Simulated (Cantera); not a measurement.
Feed: 1 mol Fe₂O₃, 2800 mol H₂, 18 mol N₂, held at 3.60 bar.

Equilibrium computed with Cantera from the NASA thermochemical tables; the gas is ideal and each condensed phase is pure. Candidate condensed phases: Fe, FeO, Fe(OH)₂, Fe(OH)₃, Fe₂O₃, Fe₃O₄, H₂O; 27 gas species. The numbers say what is thermodynamically allowed, not how fast it happens.

At 1123 K, list the 4 most abundant gas species with their mole fractions, and the condensed phases.

H₂ 0.993, N₂ 0.00635, H₂O 0.00106, NH₃ 7.96e-5. Condensed: Fe(α).
